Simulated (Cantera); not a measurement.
# Thermodynamics of silicon nitride deposition, feed SiCl₄ + N₂ + H₂

A closed system holds: 1 mol SiCl₄, 5.5 mol N₂, 1.2 mol H₂, at 10.0 mbar.

Equilibrium computed with Cantera from the NASA thermochemical tables; the gas is ideal and each condensed phase is pure. Candidate condensed phases: NH₄Cl, Si, Si₃N₄; 28 gas species. N₂ is the only nitrogen source here; it is nearly inert below about 1500 K, so the nitride shown seldom forms there in practice. The tables' values for SiCl₃ are old estimates; treat these amounts as uncertain. Rates play no part.

From 1000 K to 1300 K the condensed part is Si₃N₄(s). The main Si-bearing gas is SiCl₄ throughout.

| T (K) | x N₂ | x HCl | x SiCl₄ | x H₂ | x SiCl₃ | n Si₃N₄(s) |
|---|---|---|---|---|---|---|
| 1000 | 0.667 | 0.211 | 0.0747 | 0.0475 | 9.45e-5 | 0.138 |
| 1025 | 0.666 | 0.213 | 0.0740 | 0.0464 | 0.000153 | 0.139 |
| 1050 | 0.666 | 0.215 | 0.0734 | 0.0453 | 0.000242 | 0.140 |
| 1075 | 0.665 | 0.217 | 0.0728 | 0.0444 | 0.000374 | 0.141 |
| 1100 | 0.665 | 0.219 | 0.0721 | 0.0434 | 0.000566 | 0.142 |
| 1125 | 0.664 | 0.220 | 0.0714 | 0.0426 | 0.000841 | 0.143 |
| 1150 | 0.664 | 0.222 | 0.0707 | 0.0418 | 0.00123 | 0.144 |
| 1175 | 0.664 | 0.223 | 0.0698 | 0.0411 | 0.00175 | 0.144 |
| 1200 | 0.663 | 0.224 | 0.0687 | 0.0404 | 0.00247 | 0.144 |
| 1225 | 0.663 | 0.225 | 0.0673 | 0.0398 | 0.00341 | 0.143 |
| 1250 | 0.662 | 0.226 | 0.0656 | 0.0393 | 0.00462 | 0.142 |
| 1275 | 0.661 | 0.226 | 0.0633 | 0.0389 | 0.00614 | 0.139 |
| 1300 | 0.661 | 0.226 | 0.0604 | 0.0386 | 0.00799 | 0.135 |
x: gas mole fraction; n: condensed amount in mol.
